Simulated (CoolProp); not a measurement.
Saturated liquid density (kg/m³) of propane: the reference equation beside estimates from Tc = 369.9 K, pc = 4.251 MPa, ω = 0.152. Rackett uses Z = 0.29056 − 0.08775 ω.

Model: reference Helmholtz-energy equation of state, Lemmon 2009, in CoolProp.

| T (K) | reference | Rackett | van der Waals | Redlich-Kwong | Soave-Redlich-Kwong | Peng-Robinson |
|---|---|---|---|---|---|---|
| 289.5 | 505.5 | 504.0 | 320.6 | 455.5 | 467.3 | 530.1 |
| 293.6 | 499.4 | 497.8 | (withheld) | 448.1 | 460.1 | (withheld) |
| 297.8 | (withheld) | 491.4 | 312.2 | 440.4 | 452.4 | 513.3 |
| 301.9 | 486.4 | 484.8 | 307.9 | 432.6 | (withheld) | 504.5 |
| 306.1 | 479.5 | 478.0 | 303.3 | 424.3 | 436.4 | 495.1 |
| 310.3 | (withheld) | 470.9 | 298.5 | 415.8 | 427.8 | 485.3 |
| 314.4 | 465.2 | 463.7 | 293.7 | 407.1 | 419.1 | 475.3 |
| 318.6 | 457.6 | 456.1 | 288.6 | (withheld) | 409.7 | 464.6 |
| 322.7 | 449.7 | 448.3 | 283.4 | 388.6 | 400.2 | 453.6 |
| 326.9 | 441.3 | 440.0 | 277.8 | 378.6 | 390.0 | 441.7 |
| 331 | 432.7 | (withheld) | 272.1 | 368.3 | 379.4 | 429.5 |

**Question.** Fill in the missing entries.

**Answer.** 
- 293.6, van der Waals: 316.5
- 293.6, Peng-Robinson: 522.0
- 297.8, reference: 492.9
- 301.9, Soave-Redlich-Kwong: 444.6
- 310.3, reference: 472.4
- 318.6, Redlich-Kwong: 397.9
- 331, Rackett: 431.5

Absolute difference from the reference over all 11 rows, mean and median: Rackett 0.3 and 0.3 %, van der Waals 36.8 and 36.8 %, Redlich-Kwong 12.1 and 12.0 %, Soave-Redlich-Kwong 9.6 and 9.4 %, Peng-Robinson 2.6 and 2.7 %.
